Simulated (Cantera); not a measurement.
Charge: 1 mol SiH4, 0.013 mol Cl2, 5.2 mol H2, equilibrated at 1177 °C and 19.0 mbar.

Method: chemical equilibrium by Gibbs-energy minimisation in Cantera with the NASA 1993 tables (ideal gas, pure condensed phases). Candidate condensed phases: Si; 19 gas species. Kinetics and transport are ignored.

Base state: H2 0.996, HCl 0.00353, H 6.85e-5, SiCl2 3.85e-5 (mole fractions); condensed: Si(s).

Problem. What changes in the equilibrium state with this change: 0.011 mol O2 added?

Solution. 
```
species      before    after
----------  -------  -------
H2            0.996    0.993
HCl         0.00353  0.00352
SiO               0  0.00304
SiCl2       3.85e-5  3.84e-5
H           6.85e-5  6.84e-5
Si(s), mol    1.000    0.978
```
Further candidate phases: H2O, SiO2.
